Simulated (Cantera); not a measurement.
An isothermal, constant-pressure homogeneous reactor starts with H₂ : O₂ : N₂ : H₂O = 1.4 : 1 : 1.2 : 0.021 (molar parts), equivalence ratio 0.70, at 1150 K and 0.280 bar.

Detailed kinetics in Cantera: the H2/O2 subset of GRI-Mech 3.0, which has no nitrogen chemistry. The temperature is held fixed by assumption; the heat of reaction is taken as removed at once.

x: mole fraction; the columns are a selection and need not sum to one.

| t (s) | x H₂ | x O₂ | x OH | x HO₂ | x H |
|---|---|---|---|---|---|
| 7.00e-6 | 0.387 | 0.276 | 5.32e-10 | 5.63e-9 | 7.33e-9 |
| 1.86e-5 | 0.387 | 0.276 | (withheld) | (withheld) | (withheld) |
| 4.93e-5 | 0.387 | 0.276 | 4.44e-7 | 4.88e-7 | 5.52e-6 |
| 0.000131 | 0.134 | 0.169 | 0.00871 | 7.58e-5 | 0.109 |
| 0.000347 | 0.00739 | 0.105 | 0.00202 | 6.67e-5 | 0.00206 |
| 0.000921 | 0.00112 | 0.103 | 0.000478 | 2.90e-5 | 5.84e-5 |
| 0.00244 | 0.000194 | 0.103 | 0.000190 | 7.73e-6 | 3.90e-6 |
| 0.00648 | 2.61e-5 | 0.103 | 8.90e-5 | 1.38e-6 | 2.78e-7 |
| 0.0172 | 2.85e-6 | 0.103 | 4.49e-5 | 2.42e-7 | 2.26e-8 |
| 0.0456 | 4.66e-7 | 0.103 | 2.45e-5 | 6.18e-8 | 3.00e-9 |
| 0.121 | 1.33e-7 | 0.103 | 1.42e-5 | 2.14e-8 | 5.73e-10 |
| 0.321 | 4.70e-8 | 0.103 | 8.60e-6 | 9.74e-9 | 1.29e-10 |
| 0.852 | (withheld) | 0.103 | (withheld) | 6.91e-9 | 3.65e-11 |
| 2.26 | 1.32e-8 | 0.103 | 4.02e-6 | 6.90e-9 | 1.80e-11 |
| 6.00 | 1.24e-8 | 0.103 | 3.75e-6 | 7.04e-9 | 1.58e-11 |

### Question
What belongs in the gaps?

### Answer

- 1.86e-5, x OH: 4.51e-9
- 1.86e-5, x HO₂: 1.80e-8
- 1.86e-5, x H: 5.68e-8
- 0.852, x H₂: 2.02e-8
- 0.852, x OH: 5.46e-6
